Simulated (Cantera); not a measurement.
An adiabatic, constant-pressure homogeneous reactor starts with CH4 : C2H6 : C3H8 : O2 : N2 = 1 : 0.15 : 0.11 : 8.09 : 30.4 (molar parts), at 1325 K and 100000 Pa.

Computed with Cantera and GRI-Mech 3.0 (53 species, 325 reactions).

Predict: time of steepest temperature rise; temperature at 4.00 s; equilibrium temperature.


| Item | Value |
|---|---|
| time of steepest temperature rise | 0.577 ms |
| temperature at 4.00 s | 2117 K |
| equilibrium temperature | 2117 K |
